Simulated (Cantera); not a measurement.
Input: 1 mol FeS, 57 mol H2, 1.8 mol H2O, held at 2.50 bar.

These are equilibrium values from Cantera (NASA tables, ideal gas, pure condensed phases), not measurements of a reactor. Candidate condensed phases: Fe, FeO, Fe(OH)2, Fe(OH)3, FeS, FeSO4, FeS2, Fe2O3, Fe2(SO4)3, Fe3O4, H2O, H2SO4, S; 22 gas species. Metal and sulfide melt together well below either melting point, which pure phases cannot show. Mutual solubility and eutectic melting of coexisting phases are not modelled. FeS: taken at fixed stoichiometry. Rates play no part.

Problem. At 1325 °C, list the 6 most abundant gas species with their mole fractions, and the condensed phases.

Solution. H2 0.953, H2O 0.0306, H2S 0.0166, SH 0.000108, H 3.29e-5, S2 2.23e-5. Condensed: Fe(γ) + FeS(l).
